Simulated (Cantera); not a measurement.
Feed: 1 mol FeS2, 0.14 mol SO2, 5.5 mol O2, at 725 °C and 0.540 bar.

Cantera equilibrium calculation (NASA polynomials, part measured and part estimated; ideal gas, pure solids and liquids). The numbers say what is thermodynamically allowed, not how fast it happens.

```csv
species,before,after
SO2,0.249,0.970
S2,<1e-9,0.0268
S2O,<1e-9,0.00326
O2,0.510,<1e-9
SO3,0.242,1.04e-7
SO,<1e-9,2.98e-5
"Fe2O3(s), mol",0.500,0
"FeS(s), mol",0,0.152
"Fe3O4(s), mol",0,0.283
```
Gas species are given as mole fractions.

Task: Which change was made?
(A) temperature from 725 °C to 852 °C
(B) temperature from 725 °C to 427 °C
(C) O2 from 5.5 to 0.17 mol
(D) O2 from 5.5 to 2.3 mol

Result: D, O2 from 5.5 to 2.3 mol. FeS: taken at fixed stoichiometry. Gases not in the tables: S3 to S7
